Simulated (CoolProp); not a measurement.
The fluid at 354.25 K and 0.455 MPa expands adiabatically to 0.0681 MPa with isentropic efficiency 0.9. The same conditions are run with several fluids, on thermodynamics alone (safety and materials aside).

Model: reference Helmholtz-energy equation of state of each fluid (carbonyl sulfide: Lemmon 2006; trans-2-butene: Lemmon 2005; R236EA: Rui 2013; vinyl chloride: Thol 2022), in CoolProp.

```csv
fluid,work (kJ/kg),final temperature (K),final density (kg/m³)
carbonyl sulfide,68.2,251.4,1.98
trans-2-butene,78.4,300.7,1.56
R236EA,29.7,316.0,4.01
vinyl chloride,67.7,271.8,1.92
```
